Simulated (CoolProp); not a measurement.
Model: reference Helmholtz-energy equation of state, Zhou 2016, in CoolProp.

Question: Give the vapour pressure (kPa), liquid density (kg/m³), surface tension (mN/m) of saturated R245ca at 262.9, 325.5 K.

Answer: 
| T (K) | p (kPa) | liquid density (kg/m³) | surface tension (mN/m) |
|---|---|---|---|
| 262.9 | 20.4 | 1470 | 20.9 |
| 325.5 | 260 | 1320 | 12.8 |

Surface tension comes from a separate correlation (Mulero 2012).
